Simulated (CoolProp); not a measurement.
R407C along the isotherm -14.25 °C: Z from the reference equation and from simpler models built on Tc = 86.2 °C, pc = 46.32 bar, ω = 0.363; each cubic takes its own stable root.

The numbers come from the reference Helmholtz-energy equation of state, Lemmon 2003 in CoolProp. It is a pseudo-pure fit of the blend.

```csv
p (bar),phase,reference
1.93,gas,0.9454
5.79,liquid,0.01802
7.72,liquid,0.02401
9.65,liquid,0.02999
11.6,liquid,0.03604
13.5,liquid,0.04192
15.4,liquid,0.04779
17.4,liquid,0.05397
19.3,liquid,0.05983
21.2,liquid,0.06569
23.2,liquid,0.07184
```

Q: How far does each simpler model (van der Waals, Redlich-Kwong) lie from the reference over these 11 states: mean and median of the absolute difference, and the worst?

A: 
- van der Waals: mean 1068.0 %, median 71.4 %, worst +4967.1 % at -14.25 °C and 5.79 bar
- Redlich-Kwong: mean 17.1 %, median 18.6 %, worst +19.0 % at -14.25 °C and 5.79 bar

At some of these states van der Waals gives the other phase, because its saturation line lies elsewhere.
